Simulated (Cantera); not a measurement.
## Diamond growth

A diamond (100) surface in a fixed gas of H2 with x(CH4) = 0.0064, x(H) = 0.0049, x(CH3) = 4e-05, 19000 Pa; coverages are run to steady state.

Cantera simulation using the Harris–Goodwin 1993 mechanism for the reconstructed diamond (100) surface; the numbers are that mechanism's predictions, not measurements.

| T (K) | growth (µm/h) | θ c6HH | θ c6H* | θ c6*H | θ c6** | θ c6HM |
|---|---|---|---|---|---|---|
| 900 | 2.37 | 0.686 | 0.0105 | 0.290 | 0.00435 | 0.00684 |
| 975 | 3.54 | 0.616 | 0.0162 | 0.353 | 0.00804 | 0.00488 |
| 1050 | 4.79 | 0.551 | 0.0230 | 0.408 | 0.0134 | 0.00349 |
| 1125 | 5.59 | 0.492 | 0.0305 | 0.453 | 0.0205 | 0.00232 |
| 1200 | 4.95 | 0.442 | 0.0384 | 0.489 | 0.0291 | 0.00121 |
| 1275 | 3.31 | 0.399 | 0.0464 | 0.515 | 0.0390 | 0.000442 |
| 1350 | 2.31 | 0.363 | 0.0542 | 0.533 | 0.0496 | 0.000130 |
θ: site fractions in the mechanism's names (c6HH fully hydrogenated, c6H* and c6*H radical sites, c6** diradical, c6HM methylated).
